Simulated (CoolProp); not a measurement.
Vapour-liquid equilibrium of CH2F2 (R32) (1) + R123 (2) at 251.6 K; x and y are mole fractions of (1).

Model: multi-fluid Helmholtz-energy mixture model, Tillner-Roth 1997 and Younglove 1994; pair parameters Bell 2016, in CoolProp.

```json
[
 {"x": "0.05", "bubble pressure, mixture model (kPa)": "39.64", "bubble pressure, Raoult's law (kPa)": "29.59", "y, mixture model": "0.731", "y, Raoult's law": "0.646"},
 {"x": "0.15", "bubble pressure, mixture model (kPa)": "93.88", "bubble pressure, Raoult's law (kPa)": "66.74", "y, mixture model": "0.894", "y, Raoult's law": "0.860"},
 {"x": "0.25", "bubble pressure, mixture model (kPa)": "141.9", "bubble pressure, Raoult's law (kPa)": "103.9", "y, mixture model": "0.935", "y, Raoult's law": "0.920"},
 {"x": "0.35", "bubble pressure, mixture model (kPa)": "182.7", "bubble pressure, Raoult's law (kPa)": "141.0", "y, mixture model": "0.954", "y, Raoult's law": "0.949"},
 {"x": "0.45", "bubble pressure, mixture model (kPa)": "217.2", "bubble pressure, Raoult's law (kPa)": "178.2", "y, mixture model": "0.965", "y, Raoult's law": "0.966"},
 {"x": "0.55", "bubble pressure, mixture model (kPa)": "247.0", "bubble pressure, Raoult's law (kPa)": "215.4", "y, mixture model": "0.972", "y, Raoult's law": "0.977"},
 {"x": "0.65", "bubble pressure, mixture model (kPa)": "274.4", "bubble pressure, Raoult's law (kPa)": "252.5", "y, mixture model": "0.978", "y, Raoult's law": "0.985"},
 {"x": "0.75", "bubble pressure, mixture model (kPa)": "301.4", "bubble pressure, Raoult's law (kPa)": "289.7", "y, mixture model": "0.984", "y, Raoult's law": "0.990"},
 {"x": "0.85", "bubble pressure, mixture model (kPa)": "330.5", "bubble pressure, Raoult's law (kPa)": "326.8", "y, mixture model": "0.989", "y, Raoult's law": "0.995"},
 {"x": "0.95", "bubble pressure, mixture model (kPa)": "363.7", "bubble pressure, Raoult's law (kPa)": "364.0", "y, mixture model": "0.996", "y, Raoult's law": "0.998"}
]
```

The largest gap from Raoult's law is +40.7 % in bubble pressure, at x = 0.15. No azeotrope shows between x = 0.05 and 0.95.

The pair parameters rest on a limited set of measurements; away from them the model extrapolates.
